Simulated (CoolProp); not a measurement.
Vapour pressure (MPa) of fluorine: the reference equation beside estimates from Tc = -128.7 °C, pc = 5.240 MPa, ω = 0.045.

The numbers come from the reference Helmholtz-energy equation of state, de Reuck 1990 in CoolProp.

```
T (°C)   reference  van der Waals  Redlich-Kwong  Soave-Redlich-Kwong  Peng-Robinson
-------  ---------  -------------  -------------  -------------------  -------------
-202.75    0.01285         0.1224       0.008268              0.01299        0.01413
-198.85    0.02432         0.1762        0.01743              0.02459        0.02628
-194.85    0.04352         0.2471        0.03400              0.04400        0.04632
-190.95    0.07231         0.3335        0.06032              0.07311        0.07602
-186.95     0.1155         0.4417         0.1016               0.1168         0.1202
-183.05     0.1747         0.5682         0.1598               0.1767         0.1803
-179.05     0.2570         0.7212         0.2427               0.2600         0.2634
-175.15     0.3624         0.8948         0.3506               0.3668         0.3695
-171.15     0.5009          1.099         0.4939               0.5074         0.5087
```

Absolute difference from the reference over all 9 rows, mean and median: van der Waals 362.3 and 282.4 %, Redlich-Kwong 14.8 and 12.0 %, Soave-Redlich-Kwong 1.2 and 1.1 %, Peng-Robinson 4.8 and 4.1 %.
